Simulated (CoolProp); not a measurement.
A closed Brayton cycle with carbon dioxide: compressor inlet 315.15 K and 9.5 MPa, high pressure 18.7 MPa, turbine inlet 960 K, compressor efficiency 0.8, turbine efficiency 0.9, recuperator effectiveness 0.9 (on enthalpy, no pinch check). Each further row changes one setting.

Values from CoolProp's reference Helmholtz-energy equation of state, Span 1996.

| case | thermal efficiency (%) | net work (kJ/kg) | compressor to turbine work | compressor exit (K) | turbine exit (K) |
|---|---|---|---|---|---|
| as stated | 32.2 | 87.5 | 0.19 | 345.1 | 869.5 |
| turbine inlet 910 K | 31.3 | 81.5 | 0.20 | 345.1 | 822.6 |
| compressor inlet 325.15 K | 32.4 | 77.4 | 0.28 | 375.1 | 869.5 |
| high pressure 15.9 MPa | 28.4 | 68.4 | 0.17 | 337.7 | 890.7 |
| recuperator effectiveness 0.5 | 16.6 | 87.5 | 0.19 | 345.1 | 869.5 |
